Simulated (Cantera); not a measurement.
An isothermal, constant-pressure homogeneous reactor starts with NH₃ : H₂ = 2.4 : 14 (molar parts), at 1500 K and 140000 Pa.

Computed with Cantera and the gas-phase N/H chemistry of the illustrative SiF4/NH3 mechanism in the Surface Chemkin manual (1991). Walls and surfaces, which speed up NH3 decomposition in real reactors, are not modelled.

Problem. Predict: x(NH₃) at 60.0 s; x(H₂) at 60.0 s; x(N₂) at 60.0 s; x(NH) at 60.0 s; x(NH₂) at 60.0 s.

Solution. x(NH₃) at 60.0 s: 0.126 (gas-phase equilibrium 1.96e-5)
x(H₂) at 60.0 s: 0.865 (gas-phase equilibrium 0.936)
x(N₂) at 60.0 s: 0.00882 (gas-phase equilibrium 0.0638)
x(NH) at 60.0 s: 6.48e-9 (gas-phase equilibrium <1e-12)
x(NH₂) at 60.0 s: 4.32e-6 (gas-phase equilibrium 6.68e-10)
